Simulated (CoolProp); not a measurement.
200 sccm (0 °C, 1 atm) of nitrogen bubbles through liquid water at 283 K and leaves saturated at a total pressure of 0.0315 MPa (ideal gas phase). Each further row changes one setting.

Model: reference Helmholtz-energy equation of state, Wagner 2002, in CoolProp.

| case | vapour pressure (kPa) | mole fraction of vapour | delivery (mg/min) | delivery (sccm) | change of delivery for a bath 1 K warmer (%) |
|---|---|---|---|---|---|
| as stated | 1.22 | 0.0386 | ___ | 8.03 | ___ |
| bath temperature 288 K | 1.69 | 0.0536 | ___ | ___ | 7.0 |
| total pressure 0.063 MPa | 1.22 | ___ | 3.16 | ___ | ___ |

### Question
Fill in the missing entries.

### Answer

- as stated, delivery (mg/min): 6.45
- as stated, change of delivery for a bath 1 K warmer (%): 7.2
- bath temperature 288 K, delivery (mg/min): 9.11
- bath temperature 288 K, delivery (sccm): 11.3
- total pressure 0.063 MPa, mole fraction of vapour: 0.0193
- total pressure 0.063 MPa, delivery (sccm): 3.94
- total pressure 0.063 MPa, change of delivery for a bath 1 K warmer (%): 7.1
